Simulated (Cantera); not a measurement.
Charge: 1 mol Ti, 1.1 mol H₂O, 2.2 mol H₂, held at 17.0 Pa.

Method: chemical equilibrium by Gibbs-energy minimisation in Cantera with the NASA 1993 tables (ideal gas, pure condensed phases). Candidate condensed phases: H₂O, Ti, TiO, TiO₂, Ti₂O₃, Ti₃O₅, Ti₄O₇; 12 gas species. Mutual solubility and eutectic melting of coexisting phases are not modelled. TiO: taken at fixed stoichiometry. The numbers say what is thermodynamically allowed, not how fast it happens.

x: gas mole fraction; n: condensed amount in mol.

| T (K) | x H₂ | x H | x TiO | x Ti | x TiO₂ | x H₂O | x OH | n TiO(s) | n Ti₂O₃(s) | n TiO(l) |
|---|---|---|---|---|---|---|---|---|---|---|
| 1000 | 1.00 | 1.74e-7 | <1e-12 | <1e-12 | <1e-12 | 6.73e-9 | <1e-12 | 0.800 | 0.100 | 0 |
| 1100 | 1.000 | (withheld) | <1e-12 | <1e-12 | <1e-12 | (withheld) | <1e-12 | 0.800 | 0.1000 | 0 |
| 1200 | 1.000 | 1.51e-5 | <1e-12 | <1e-12 | <1e-12 | 2.23e-7 | <1e-12 | 0.800 | 0.1000 | 0 |
| 1300 | 1.000 | 8.48e-5 | 4.58e-11 | 4.33e-12 | <1e-12 | 8.61e-7 | <1e-12 | 0.800 | 0.1000 | 0 |
| 1400 | 1.000 | 0.000373 | 2.03e-9 | 1.81e-10 | 7.07e-12 | 2.84e-6 | 2.10e-11 | 0.800 | 0.1000 | 0 |
| 1500 | 0.999 | 0.00135 | 5.33e-8 | 4.52e-9 | 2.79e-10 | 7.96e-6 | 3.07e-10 | 0.800 | 0.1000 | 0 |
| 1600 | 0.996 | 0.00416 | 9.18e-7 | 7.45e-8 | 6.84e-9 | 1.96e-5 | 3.20e-9 | 0.800 | 0.0999 | 0 |
| 1700 | 0.989 | (withheld) | (withheld) | (withheld) | (withheld) | (withheld) | (withheld) | 0.800 | 0.0999 | 0 |
| 1800 | 0.973 | 0.0271 | 0.000101 | 7.57e-6 | 1.38e-6 | 8.68e-5 | 1.60e-7 | 0.800 | 0.0997 | 0 |
| 1900 | 0.940 | 0.0590 | 0.000720 | 5.18e-5 | 1.27e-5 | 0.000159 | 8.22e-7 | 0.798 | 0.0996 | 0 |
| 2000 | 0.878 | 0.117 | 0.00416 | 0.000288 | 9.35e-5 | 0.000267 | 3.55e-6 | 0.785 | 0.0997 | 0 |
| 2100 | 0.770 | 0.210 | 0.0184 | 0.00102 | 0.000618 | 0.000477 | 1.55e-5 | 0 | 0.0996 | 0.725 |

Question: Fill in the missing entries.

Answer: 
- 1100, x H: 1.98e-6
- 1100, x H₂O: 4.57e-8
- 1700, x H: 0.0112
- 1700, x TiO: 1.11e-5
- 1700, x Ti: 8.67e-7
- 1700, x TiO₂: 1.14e-7
- 1700, x H₂O: 4.32e-5
- 1700, x OH: 2.54e-8
